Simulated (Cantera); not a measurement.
# Equilibrium for silicon nitride deposition: SiHCl3 + N2 + H2

Feed: 1 mol SiHCl3, a varied amount of N2, 0.15 mol H2, equilibrated at 1648.15 K and 1.00 Torr.

Equilibrium computed with Cantera from the NASA thermochemical tables; the gas is ideal and each condensed phase is pure. Candidate condensed phases: NH4Cl, Si, Si3N4; 28 gas species. The tables' values for SiCl3, SiCl are old estimates; treat these amounts as uncertain. Kinetics and transport are ignored.

From 1.5 mol N2 to 19 mol N2 nothing is condensed. The main Si-bearing gas is SiCl2 throughout.

| n(N2) (mol) | x N2 | x SiCl2 | x HCl | x H2 | x SiCl3 |
|---|---|---|---|---|---|
| 1.5 | 0.413 | 0.262 | 0.259 | 0.0492 | 0.0118 |
| 3 | 0.584 | 0.187 | 0.185 | 0.0341 | 0.00716 |
| 4.5 | 0.678 | 0.145 | 0.143 | 0.0260 | 0.00494 |
| 6 | 0.737 | 0.119 | 0.117 | 0.0211 | 0.00368 |
| 7.5 | 0.778 | 0.101 | 0.0991 | 0.0177 | 0.00287 |
| 9 | 0.808 | 0.0872 | 0.0859 | 0.0152 | 0.00232 |
| 10 | 0.823 | 0.0801 | 0.0788 | 0.0139 | 0.00205 |
| 12 | 0.848 | 0.0689 | 0.0678 | 0.0119 | 0.00164 |
| 13 | 0.858 | 0.0644 | 0.0633 | 0.0111 | 0.00148 |
| 15 | 0.875 | 0.0570 | 0.0559 | 0.00981 | 0.00123 |
| 16 | 0.881 | 0.0539 | 0.0529 | 0.00926 | 0.00113 |
| 18 | 0.893 | 0.0486 | 0.0476 | 0.00833 | 0.000971 |
| 19 | 0.898 | 0.0463 | 0.0454 | 0.00793 | 0.000904 |
x: gas mole fraction; nothing condenses.
